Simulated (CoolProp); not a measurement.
Vapour-liquid equilibrium of carbon dioxide (1) + hydrogen sulfide (2) at 2180 kPa; x and y are mole fractions of (1).

Computed with CoolProp (multi-fluid Helmholtz-energy mixture model, Span 1996 and Lemmon 2006; pair parameters Kunz 2012).

```tsv
x	bubble temperature, mixture model (K)	bubble temperature, Raoult's law (K)	y, mixture model	y, Raoult's law
0.05	293.3	297.1	0.187	0.144
0.15	281.7	289.7	0.428	0.364
0.25	274.4	283.6	0.562	0.523
0.35	269.5	278.4	0.646	0.642
0.45	266.1	273.9	0.705	0.734
0.55	263.6	269.9	0.753	0.806
0.65	261.5	266.4	0.798	0.865
0.75	259.7	263.2	0.845	0.913
0.85	258.2	260.3	0.898	0.952
0.95	257.0	257.7	0.962	0.985
```

The largest gap from Raoult's law is -9.2 K in bubble temperature, at x = 0.25. No azeotrope shows between x = 0.05 and 0.95.

The pair parameters rest on a limited set of measurements; away from them the model extrapolates.
